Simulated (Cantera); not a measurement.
Input (Python, Cantera) and output of one run.

```python
import numpy as np
import cantera as ct

gas_names = [...]  # 77 gases of nasa_gas.yaml made of C, H, Ti
cond_names = """
    C(gr) C6H6(L) C7H8(L) C8H18(L),n-octa Ti(a) Ti(b) Ti(L) TiC(s) TiC(L)
""".split()


# ... load() reads the species with a 1 bar reference pressure and builds the phases ...
atoms = {
    'TiC': {'Ti': 1, 'C': 1},
    'H2': {'H': 2},
}
top_T = {'C(gr)': 4500}  # K; cautious upper limits of use, not melting points


# ... equilibrate(T, P, feed) seeds the gas with the atoms and calls Mixture.equilibrate('TP', solver="vcs", rtol=1e-11, max_steps=5000) ...
results = []
feed = {'TiC': 1, 'H2': 6.3}  # mol
T = 2173.15  # K
P = 150000  # Pa
mix = equilibrate(T, P, feed)
results.append((T, P, feed, dict(zip(mix.species_names, mix.species_moles))))
print(gas.report(threshold=0.001))
for i in range(1, mix.n_phases):
    print(f"{mix.phase(i).name:16s} {mix.phase_moles(i):12.5e} mol")
```

Output:

```
       temperature   2173.2 K
          pressure   1.5e+05 Pa
           density   0.016704 kg/m^3
  mean mol. weight   2.0122 kg/kmol
   phase of matter   gas

                          1 kg             1 kmol
                     ---------------   ---------------
          enthalpy        2.9688e+07        5.9736e+07  J
   internal energy        2.0708e+07        4.1668e+07  J
           entropy             93446        1.8803e+05  J/K
    Gibbs function       -1.7339e+08       -3.4888e+08  J
 heat capacity c_p             17247             34705  J/K
 heat capacity c_v             13115             26390  J/K

                      mass frac. Y      mole frac. X     chem. pot. / RT
                     ---------------   ---------------   ---------------
                 H         0.0019716         0.0039357           -9.6734
                H2           0.99796           0.99606           -19.347
     [  +75 minor]        7.2058e-05           4.5e-06

C(gr)             0.00000e+00 mol
Ti(L)             0.00000e+00 mol
TiC(s)            9.99986e-01 mol
```

Equilibrium computed with Cantera from the NASA thermochemical tables; the gas is ideal and each condensed phase is pure. TiC: taken at fixed stoichiometry.
